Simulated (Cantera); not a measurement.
An isothermal, constant-pressure homogeneous reactor starts with CH4 : H2 = 1 : 2.3 (molar parts), at 1500 K and 20.0 Torr.

Detailed kinetics in Cantera: GRI-Mech 3.0 (53 species, 325 reactions). GRI-Mech 3.0 stops at C3 and has no aromatics, soot or wall deposition, so with more carbon than oxygen in the feed, carbon stays in small species such as C2H2 where larger ones or solid carbon would form. Radical loss at walls, strong at low pressure, is not modelled.

Task: Predict: x(CH4) at 40.0 s; x(H2) at 40.0 s; x(C2H4) at 40.0 s; x(C2H) at 40.0 s; x(C2H2) at 40.0 s.

Result: 
* **x(CH4) at 40.0 s**: 0.0292 (gas-phase equilibrium 0.00627)
* **x(H2) at 40.0 s**: 0.866 (gas-phase equilibrium 0.880)
* **x(C2H4) at 40.0 s**: 0.000706 (gas-phase equilibrium 0.000748)
* **x(C2H) at 40.0 s**: 2.02e-8 (gas-phase equilibrium 2.47e-8)
* **x(C2H2) at 40.0 s**: 0.104 (gas-phase equilibrium 0.113)
